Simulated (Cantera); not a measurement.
A closed system holds: 1 mol NH3, 0.5 mol SO2, 34 mol N2, held at 95.0 Pa.

Method: chemical equilibrium by Gibbs-energy minimisation in Cantera with the NASA 1993 tables (ideal gas, pure condensed phases). Candidate condensed phases: H2O, H2SO4, S; 35 gas species. The numbers say what is thermodynamically allowed, not how fast it happens.

At 2100 K, list the 7 most abundant gas species with their mole fractions, and the condensed phases.

N2 0.937, H2 0.0224, H 0.0151, H2O 0.0103, SO 0.00601, SO2 0.00464, S 0.00244. Condensed: gas only.
